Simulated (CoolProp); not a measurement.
Fluoroethane (R161) at several states: density (kg/m³) from the reference equation and from simpler models built on Tc = 375.2 K, pc = 5.010 MPa, ω = 0.216; each cubic takes its own stable root.

Model: reference Helmholtz-energy equation of state, Wu 2012, in CoolProp.

```csv
T (K),p (MPa),phase,reference,van der Waals,Redlich-Kwong
390.7,0.0436,gas,0.6468,0.6466,0.6468
141.2,5,liquid,944.6,542.6,805.1
386.5,3.71,gas,77.94,74.94,77.25
232.9,5,liquid,827.1,479.7,697.5
328.4,5,liquid,656.3,380.8,517.0
```
